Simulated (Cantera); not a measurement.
**Fe3O4 + CO + N2 (carbothermic reduction)**

A closed system holds: 1 mol Fe3O4, a varied amount of CO, 0.11 mol N2, at 877 °C and 0.000320 bar.

Cantera equilibrium calculation (NASA polynomials, part measured and part estimated; ideal gas, pure solids and liquids). Candidate condensed phases: C, Fe, Fe(CO)5, FeO, Fe2O3, Fe3O4; 27 gas species. Mutual solubility and eutectic melting of coexisting phases are not modelled. The tables' stoichiometric FeO is somewhat more stable than real wüstite, so its field is too wide. FeO: taken at fixed stoichiometry. Rates play no part.

```tsv
n(CO) (mol)	log p CO2	log p CO	log p N2	log p Fe	n FeO(s)	n Fe3O4(s)
0.52	-3.60	-4.86	-4.25	-13.00	1.48	0.507
0.68	-3.58	-4.84	-4.35	-13.00	1.93	0.355
0.9	-3.57	-4.83	-4.46	-13.00	2.56	0.147
1.2	-3.61	-4.31	-4.57	-12.44	3.00	0
1.5	-3.70	-4.00	-4.66	-12.04	3.00	0
2	-3.82	-3.82	-4.78	-11.74	3.00	0
2.7	-3.94	-3.71	-4.90	-11.51	3.00	0
3.5	-4.05	-3.65	-5.01	-11.34	3.00	0
```
log p: log10 of the partial pressure in bar; n: condensed amount in mol.

From 0.52 mol CO to 0.9 mol CO the condensed part is FeO(s) + Fe3O4(s). From 1.2 mol CO to 3.5 mol CO the condensed part is FeO(s).
